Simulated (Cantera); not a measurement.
Standard-state values (1 bar) from the NASA 1993 polynomials, evaluated with Cantera. Values are per mole of reaction as written; species without (g) are pure solids or liquids, kept so even where they would boil at 1 bar.

2 O₃(g) + 3 S ⇌ 3 SO₂(g), with ΔH° = -1174.2 kJ and ΔS° = 170.2 J/K at 300 K.

Q: How far is the shortcut ΔG° ≈ ΔH°(300 K) − T·ΔS°(300 K) from the full temperature-dependent value at 425, 475, 525, 575, 625, 675 K?

A: 
```json
[
 {"T (K)": "425", "shortcut (kJ)": "-1246.5", "full (kJ)": "-1245.1", "difference (kJ)": "-1.4", "difference in log10 K": "0.17", "condensed phases": "S(l)"},
 {"T (K)": "475", "shortcut (kJ)": "-1255.0", "full (kJ)": "-1251.9", "difference (kJ)": "-3.1", "difference in log10 K": "0.34", "condensed phases": "S(l)"},
 {"T (K)": "525", "shortcut (kJ)": "-1263.5", "full (kJ)": "-1258.3", "difference (kJ)": "-5.2", "difference in log10 K": "0.52", "condensed phases": "S(l)"},
 {"T (K)": "575", "shortcut (kJ)": "-1272.0", "full (kJ)": "-1264.4", "difference (kJ)": "-7.7", "difference in log10 K": "0.70", "condensed phases": "S(l)"},
 {"T (K)": "625", "shortcut (kJ)": "-1280.5", "full (kJ)": "-1270.1", "difference (kJ)": "-10.4", "difference in log10 K": "0.87", "condensed phases": "S(l)"},
 {"T (K)": "675", "shortcut (kJ)": "-1289.0", "full (kJ)": "-1275.7", "difference (kJ)": "-13.4", "difference in log10 K": "1.04", "condensed phases": "S(l)"}
]
```
The shortcut ignores heat capacities and the phase changes listed.
